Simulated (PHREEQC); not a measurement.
0.46 g of hydrous ferric oxide (600 m²/g; 0.2 weak and 0.005 strong sites per Fe, Dzombak-Morel constants, diffuse double layer) in 1 kg of water with 0.1 mol/kgw of an inert sodium salt and 0.48 mmol/kgw CuCl2, 0.21 mmol/kgw MgCl2 and 0.15 mmol/kgw H3BO3, at 25 °C; the pH is set by adding NaOH or the inert anion's acid. O2 is buffered at 0.21 atm. No CO2 enters from the air. No solid was allowed to form.

Base run: PHREEQC, ion-association model, wateq4f.dat. Each further column changes one thing. The table gives Cu sorbed (%).

```csv
pH,base,no electrostatic term (-no_edl),background salt from 0.1 to 0.01 mol/kgw,oxide from 0.46 to 2.3 g/kgw
3,0.0,0.0,0.1,0.2
3.38,0.3,0.3,0.4,1.3
3.75,1.2,1.3,1.4,5.7
4.5,9.9,11.8,10.0,39.2
4.88,25.0,33.2,23.7,68.6
5.25,51.3,67.1,46.0,89.5
5.62,75.7,90.2,67.6,97.2
6.38,96.3,99.6,92.4,99.8
6.75,98.4,99.9,96.3,100.0
7.12,99.0,100.0,97.3,100.0
7.5,98.9,99.9,97.1,100.0
8.25,97.2,99.8,94.9,100.0
8.62,95.0,99.3,92.3,100.0
9,90.0,97.7,86.4,100.0
```

In at least one series the solution becomes supersaturated in solids that the run did not let form, among them Cu(OH)2. The database's constant for dissolved Cu(OH)2 is higher than later reviews accept. The oxide is taken as insoluble; below pH 4 it would dissolve.
